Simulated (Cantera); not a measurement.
A Cantera script and what it prints.

```python
import numpy as np
import cantera as ct

gas_names = """
    CF4 CF3 F2 C2F4 F
""".split()
cond_names = """

""".split()


# ... load() reads the species with a 1 bar reference pressure and builds the phases ...
species = {s.name: s for s in load("nasa_gas.yaml", gas_names) + load("nasa_condensed.yaml", cond_names)}
# Each term lists the table entries of one substance; the one whose range holds T is used.
reactions = {
    '2 CF4(g) = 2 CF3(g) + F2(g)':
        [(-2, ['CF4']), (2, ['CF3']), (1, ['F2'])],
    'C2F4(g) + 2 F(g) = 2 CF3(g)':
        [(-1, ['C2F4']), (-2, ['F']), (2, ['CF3'])],
    '2 F(g) = F2(g)':
        [(-2, ['F']), (1, ['F2'])],
}


def pick(names, T):
    return next(species[n] for n in names if species[n].thermo.min_temp <= T <= species[n].thermo.max_temp)


results = []
for label, terms in reactions.items():
    print(label)
    print("     T/K   dH/kJ  dS/(J/K)   dG/kJ   log10 K")
    for T in [300, 775, 925, 1075, 1225, 1375]:
        used = [(nu, pick(names, T)) for nu, names in terms]
        dH = sum(nu * s.thermo.h(T) for nu, s in used) / 1e6
        dS = sum(nu * s.thermo.s(T) for nu, s in used) / 1e3
        dG = dH - T * dS / 1e3
        logK = -dG * 1e6 / (ct.gas_constant * T * np.log(10))
        results.append((label, T, dH, dS, dG, logK, [s.name for _, s in used]))
        print(f"{T:8g} {dH:8.1f} {dS:8.1f} {dG:8.1f} {logK:8.2f}")
```

Output:

```
2 CF4(g) = 2 CF3(g) + F2(g)
     T/K   dH/kJ  dS/(J/K)   dG/kJ   log10 K
     300    925.7    210.2    862.6  -150.19
     775    925.4    210.7    762.1   -51.37
     925    924.4    209.5    730.6   -41.26
    1075    923.2    208.3    699.3   -33.98
    1225    922.0    207.3    668.1   -28.49
    1375    920.7    206.3    637.1   -24.20
C2F4(g) + 2 F(g) = 2 CF3(g)
     T/K   dH/kJ  dS/(J/K)   dG/kJ   log10 K
     300   -440.8    -87.5   -414.6    72.18
     775   -449.2   -105.4   -367.5    24.77
     925   -451.0   -107.5   -351.6    19.85
    1075   -452.6   -109.1   -335.3    16.29
    1225   -454.1   -110.4   -318.9    13.60
    1375   -455.5   -111.5   -302.2    11.48
2 F(g) = F2(g)
     T/K   dH/kJ  dS/(J/K)   dG/kJ   log10 K
     300   -158.8   -114.8   -124.4    21.65
     775   -163.4   -124.6    -66.8     4.50
     925   -164.4   -125.8    -48.1     2.71
    1075   -165.2   -126.6    -29.1     1.42
    1225   -165.9   -127.2    -10.1     0.43
    1375   -166.6   -127.7      9.0    -0.34
```

Cantera with NASA thermochemical tables; ideal gases at 1 bar, condensed phases pure. The tables' values for C2F4 are old estimates. Condensed species are held in their standard states even where they would react or evaporate.
